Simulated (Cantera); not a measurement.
A closed system holds: 1 mol C3H8, 0.03 mol O2, 7.4 mol H2, 4.1 mol H2O, equilibrated at 0.100 bar.

Method: chemical equilibrium by Gibbs-energy minimisation in Cantera with the NASA 1993 tables (ideal gas, pure condensed phases). Candidate condensed phases: C, C6H6, C7H8, C8H18, H2O; 110 gas species. Equilibrium is a limit: real reactors are often held back by kinetics, nucleation or transport. All values below are at 1825 K.

Base state: H2 0.777, CO 0.159, H2O 0.0595, CO2 0.00311, H 0.00123 (mole fractions); condensed: gas only.

**Question.** What changes in the equilibrium state with this change: O2 from 0.03 to 1.8 mol?

**Answer.** 
| species | before | after |
|---|---|---|
| H2 | 0.777 | 0.598 |
| H2O | 0.0595 | 0.239 |
| CO | 0.159 | 0.147 |
| CO2 | 0.00311 | 0.0150 |
| OH | 6.58e-6 | 3.01e-5 |
| H | 0.00123 | 0.00108 |
